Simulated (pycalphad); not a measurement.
CALPHAD calculation (pycalphad, COST 507 light-alloy database (1999)), 1 atm. These are 1990s assessments: newer ones move some temperatures and phases. The system is extrapolated from its subsystems; higher-order compounds may be missing. Amounts are mole fractions of atoms. Kinetics are ignored, which matters at the lower temperatures.

Task: Give the equilibrium state of Ti-10.56V-0.22Si (at.%) at 337 °C.

Result: hcp, fraction 0.877, with 0.58 V, 0.25 Si at.%; bcc, fraction 0.123, with 81.8 V, <0.01 Si at.%.

Task: Give the equilibrium state of Ti-10.56V-0.22Si (at.%) at 257 °C.

Result: hcp, fraction 0.886, with 0.30 V, 0.24 Si at.%; bcc, fraction 0.114, with 90.3 V, <0.01 Si at.%; SITI3, fraction 0.000, with no V, 25.0 Si at.%.

Database names, with the compositions (at.%) that they take in these runs: SITI3: Ti 75 Si 25. An entry "none" or "no" means that the model of the phase leaves that element out.
